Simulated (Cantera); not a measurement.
A Cantera script and what it prints.

```python
import numpy as np
import cantera as ct

gas_names = """
    H HO2 H2 H2O H2O2 O OH O2 O3 Si SiH SiH2 SiH3 SiH4 SiO SiO2 Si2 Si3
""".split()
cond_names = """
    H2O(s) H2O(L) Si(cr) Si(L) SiO2(Lqz) SiO2(hqz) SiO2(L)
""".split()


# ... load() reads the species with a 1 bar reference pressure and builds the phases ...
atoms = {
    'Si': {'Si': 1},
    'H2O': {'H': 2, 'O': 1},
    'H2': {'H': 2},
}
top_T = {}  # K; cautious upper limits of use, not melting points


# ... equilibrate(T, P, feed) seeds the gas with the atoms and calls Mixture.equilibrate('TP', solver="vcs", rtol=1e-11, max_steps=5000) ...
results = []
feed = {'Si': 1, 'H2O': 0.045, 'H2': 79}  # mol
P = 5  # Pa
for T in [1548, 1623, 1698, 1773, 1848, 1923, 1998, 2073, 2148, 2223]:
    mix = equilibrate(T, P, feed)
    results.append((T, P, feed, dict(zip(mix.species_names, mix.species_moles))))

top = {s: max(r[3][s] / sum(r[3][g] for g in gas_names) for r in results) for s in gas_names}
cols = sorted((s for s in top if top[s] > 1e-05), key=lambda s: -top[s])[:9]
seen = [c for c in cond_names if any(r[3].get(c, 0) > 1e-12 for r in results)]
print("log10 of partial pressures in bar; condensed amounts in mol")
print(f"{'T/K':>10s}" + "".join(f"{s[:9]:>10s}" for s in cols + seen))
for T, P, feed, n in results:
    ng = sum(n[g] for g in gas_names)
    print(f"{T:10.4g}" + "".join(f"{np.log10(max(n[s] / ng * P / 1e5, 1e-99)):10.3f}" for s in cols)
          + "".join(f"{n.get(c, 0):10.4g}" for c in seen))
```

Result:

```
log10 of partial pressures in bar; condensed amounts in mol
       T/K        H2         H        Si       SiO       SiH       Si2      SiH2    Si(cr)
      1548    -4.303    -6.663    -7.498    -7.547    -9.227   -10.247    -9.868    0.9032
      1623    -4.307    -6.314    -6.806    -7.549    -8.657    -9.348    -9.496    0.6996
      1698    -4.315    -5.997    -6.238    -7.555    -8.203    -8.655    -9.226         0
      1773    -4.324    -5.708    -6.238    -7.560    -8.309    -9.060    -9.498         0
      1848    -4.339    -5.445    -6.244    -7.567    -8.415    -9.443    -9.761         0
      1923    -4.364    -5.208    -6.255    -7.579    -8.524    -9.807   -10.021         0
      1998    -4.405    -4.997    -6.272    -7.597    -8.641   -10.160   -10.285         0
      2073    -4.467    -4.814    -6.298    -7.624    -8.772   -10.506   -10.564         0
      2148    -4.559    -4.660    -6.333    -7.659    -8.921   -10.849   -10.868         0
      2223    -4.688    -4.537    -6.374    -7.700    -9.091   -11.187   -11.204         0
```

Method: chemical equilibrium by Gibbs-energy minimisation in Cantera with the NASA 1993 tables (ideal gas, pure condensed phases). Gases not in the tables: Si2H6 and higher silanes.
